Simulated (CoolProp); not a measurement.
A single-stage vapour-compression cycle with propane: evaporating at 201.15 K (dew point), condensing at 251.15 K (bubble point), superheat 0 K, subcooling 0 K, compressor efficiency 0.6, no pressure losses. Each further row changes one setting.

Values from CoolProp's reference Helmholtz-energy equation of state, Lemmon 2009.

| case | cooling COP | pressure ratio | discharge temperature (K) | refrigerating effect (kJ/kg) | volumetric capacity (kJ/m³) |
|---|---|---|---|---|---|
| as stated | 2.00 | 10.5 | 318.2 | 343 | 198 |
| evaporating temperature 206.15 K | 2.33 | 7.83 | 309.4 | 349 | 265 |
| condensing temperature 246.15 K | 2.27 | 8.71 | 308.9 | 355 | 205 |
| subcooling 5 K | 2.07 | 10.5 | 318.2 | 355 | 205 |
| superheat 10 K | 1.98 | 10.5 | 329.9 | 356 | 196 |
| compressor efficiency 0.5 | 1.67 | 10.5 | 337.0 | 343 | 198 |
